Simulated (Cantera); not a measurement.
Reactions in the system C-H-Ti

Source: NASA polynomial tables (part measured, part estimated), evaluated in Cantera. Values are per mole of reaction as written; species without (g) are pure solids or liquids, kept so even where they would boil at 1 bar. TiC: taken at fixed stoichiometry.

TiC + C3H8(g) ⇌ Ti + 2 C2H4(g)

| T (K) | ΔH° (kJ) | ΔS° (J/K) | ΔG° (kJ) | log10 K | condensed phases |
|---|---|---|---|---|---|
| 300 | 393.8 | 174.9 | 341.3 | -59.43 | TiC(s), Ti(α) |
| 1948 | 403.0 | 176.5 | 59.1 | -1.58 | TiC(s), Ti(l) |
| 1998 | 403.1 | 176.6 | 50.3 | -1.31 | TiC(s), Ti(l) |
| 2048 | 403.2 | 176.7 | 41.4 | -1.06 | TiC(s), Ti(l) |
| 2098 | 403.3 | 176.7 | 32.6 | -0.81 | TiC(s), Ti(l) |
| 2148 | 403.4 | 176.7 | 23.8 | -0.58 | TiC(s), Ti(l) |
| 2198 | 403.4 | 176.8 | 14.9 | -0.35 | TiC(s), Ti(l) |
| 2248 | 403.5 | 176.8 | 6.1 | -0.14 | TiC(s), Ti(l) |
| 2298 | 403.5 | 176.8 | -2.8 | 0.06 | TiC(s), Ti(l) |
| 2348 | 403.4 | 176.8 | -11.6 | 0.26 | TiC(s), Ti(l) |
| 2398 | 403.4 | 176.7 | -20.4 | 0.45 | TiC(s), Ti(l) |
